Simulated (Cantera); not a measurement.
**Moist CO burnout**

A perfectly stirred reactor is fed with CO : O2 : H2O : N2 = 0.025 : 0.012 : 0.0021 : 3.5 (molar parts), equivalence ratio 1.0, at 5.00 bar; it is held at 1148 K, and followed from long to short residence time.

Cantera simulation using GRI-Mech 3.0 (53 species, 325 reactions); the numbers are that mechanism's predictions, not measurements.

| τ (s) | x CO | x O2 | x H2O | x NO | x H | x OH |
|---|---|---|---|---|---|---|
| 0.70 | 0.00260 | 0.00116 | 0.000584 | 1.42e-7 | 2.22e-7 | 1.52e-7 |
| 0.32 | 0.00400 | 0.00186 | 0.000583 | 5.56e-8 | 2.01e-7 | 1.39e-7 |
| 0.15 | 0.00524 | 0.00248 | 0.000583 | 1.76e-8 | 1.86e-7 | 1.29e-7 |
| 0.066 | 0.00620 | 0.00296 | 0.000585 | 3.94e-9 | 1.65e-7 | 1.14e-7 |
| 0.030 | 0.00670 | 0.00321 | 0.000588 | 7.62e-10 | 1.37e-7 | 9.43e-8 |
| 0.014 | 0.00692 | 0.00332 | 0.000591 | 1.38e-10 | 1.07e-7 | 7.36e-8 |
| 0.0063 | 0.00702 | 0.00337 | 0.000592 | 1.85e-11 | 7.17e-8 | 4.84e-8 |
| 0.0029 | 0.00706 | 0.00339 | 0.000593 | <1e-12 | 1.91e-8 | 1.23e-8 |
| 0.0013 | 0.00706 | 0.00339 | 0.000593 | <1e-12 | 1.19e-10 | 7.61e-11 |
x: mole fraction; the columns are a selection and need not sum to one.
